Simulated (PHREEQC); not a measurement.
Dissolve 0.0031 mol/kgw Cu(BF4)2, 0.0001 mol/kgw HCl and 0.003 mol/kgw NaCl at 25 °C. Closed to the air; pH follows from the charge balance.

The numbers come from PHREEQC with the ion-association model, phreeqc.dat.

```tsv
quantity	before	after
pH	2.96	2.96
ionic strength (mol/kgw)	0.0133	0.0103
BF4- (mol/kgw)	0.00435	0.00436
HF (mol/kgw)	0.00316	0.00317
F- (mol/kgw)	0.00215	0.00213
H3BO3 (mol/kgw)	0.00112	0.00112
```

Which change was made?
A. HCl from 0.0001 to 1e-05 mol/kgw
B. Cu(BF4)2 from 0.0031 to 0.00031 mol/kgw
C. HCl from 0.0001 to 0.00015 mol/kgw
D. HCl from 0.0001 to 9e-05 mol/kgw
E. NaCl left out

E, NaCl left out

Precipitation was switched off in this run. Real BF4- forms and hydrolyses slowly; the run takes it at equilibrium.
